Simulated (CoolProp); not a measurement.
Vapour-liquid equilibrium of acetone (1) + ethanol (2) at 1.36 bar; x and y are mole fractions of (1).

The numbers come from the multi-fluid Helmholtz-energy mixture model, Lemmon 2006 and Schroeder 2014; pair parameters Bell 2016 in CoolProp.

| x | bubble temperature, mixture model (K) | bubble temperature, Raoult's law (K) | y, mixture model | y, Raoult's law |
|---|---|---|---|---|
| 0.05 | … | 358.0 | 0.141 | 0.091 |
| 0.2 | 350.2 | 354.6 | 0.413 | 0.330 |
| 0.35 | 346.3 | 351.2 | 0.570 | 0.523 |
| 0.5 | 343.6 | 347.9 | … | 0.678 |
| 0.65 | 341.5 | 344.8 | 0.770 | 0.802 |
| 0.8 | … | 341.8 | 0.861 | 0.900 |
| 0.95 | … | 339.0 | … | 0.978 |

Fill in the missing entries.


- 0.05, bubble temperature, mixture model (K): 356.4
- 0.5, y, mixture model: 0.679
- 0.8, bubble temperature, mixture model (K): 339.8
- 0.95, bubble temperature, mixture model (K): 338.5
- 0.95, y, mixture model: 0.962

The largest gap from Raoult's law is -4.9 K in bubble temperature, at x = 0.35. No azeotrope shows between x = 0.05 and 0.95.

Pair parameters are fitted to limited data, so mixtures are less certain than the pure fluids.
